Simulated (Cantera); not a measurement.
A Cantera script and its output.

```python
import numpy as np
import cantera as ct

gas = ct.Solution("SiF4_NH3_mec.yaml", "gas")
gas.TPX = 1623, 2666, {'NH3': 1, 'N2': 0.68}
reactor = ct.IdealGasConstPressureReactor(gas, energy="off", clone=False)
net = ct.ReactorNet([reactor])
net.rtol, net.atol = 1e-08, 1e-18
show = ['NH3', 'H2', 'NH2', 'N2H2', 'N', 'NH']
times = np.geomspace(1e-06, 10, 9)

steps = ct.SolutionArray(gas, extra=["t"])
rows = []
print(f"{'t/s':>10s}{'T/K':>9s}{'P/Pa':>11s}" + "".join(f"{s:>11s}" for s in show))
for t in times:
    while net.time < t:
        t_next = net.step()
        steps.append(gas.state, t=t_next)
    rows.append([np.interp(t, steps.t, y) for y in (steps.T, steps.P, *steps(*show).X.T)])
    print(f"{t:10.3e}{rows[-1][0]:9.1f}{rows[-1][1]:11.4g}" + "".join(f"{x:11.3e}" for x in rows[-1][2:]))
rate = np.gradient(steps.T, steps.t)
print("integrator steps:", len(steps.t))
if steps.T.max() > steps.T[0] + 200:
    print(f"time of steepest temperature rise: {steps.t[rate.argmax()]:.4e} s")
gas.TPX = 1623, 2666, {'NH3': 1, 'N2': 0.68}
gas.equilibrate("TP")
print(f"equilibrium (TP): T = {gas.T:.1f} K  " + "  ".join(f"{s} {gas[s].X[0]:.3e}" for s in show))
```

Output:

```
       t/s      T/K       P/Pa        NH3         H2        NH2       N2H2          N         NH
 1.000e-06   1623.0       2666  5.952e-01  7.490e-11  1.114e-09  4.535e-20  8.119e-27  1.779e-18
 7.499e-06   1623.0       2666  5.952e-01  3.120e-09  1.091e-08  2.647e-17  9.642e-23  6.192e-16
 5.623e-05   1623.0       2666  5.952e-01  5.153e-08  1.100e-07  2.054e-14  2.237e-19  9.645e-14
 4.217e-04   1623.0       2666  5.952e-01  4.314e-07  8.697e-07  8.302e-12  1.594e-16  9.220e-12
 3.162e-03   1623.0       2666  5.952e-01  3.291e-06  6.562e-06  1.379e-09  1.496e-13  1.234e-09
 2.371e-02   1623.0       2666  5.952e-01  3.100e-05  4.887e-05  1.045e-07  2.254e-11  7.413e-08
 1.778e-01   1623.0       2666  5.935e-01  1.543e-03  1.858e-04  1.665e-06  1.210e-09  6.152e-07
 1.334e+00   1623.0       2666  5.760e-01  1.799e-02  1.753e-04  1.620e-06  1.171e-08  8.370e-07
 1.000e+01   1623.0       2666  4.690e-01  1.186e-01  1.393e-04  1.104e-06  4.092e-08  1.024e-06
integrator steps: 728
equilibrium (TP): T = 1623.0 K  NH3 3.216e-07  H2 5.595e-01  NH2 4.428e-10  N2H2 1.064e-15  N 4.510e-12  NH 1.774e-11
```

Detailed kinetics in Cantera: the gas-phase N/H chemistry of the illustrative SiF4/NH3 mechanism in the Surface Chemkin manual (1991). Walls and surfaces, which speed up NH3 decomposition in real reactors, are not modelled.
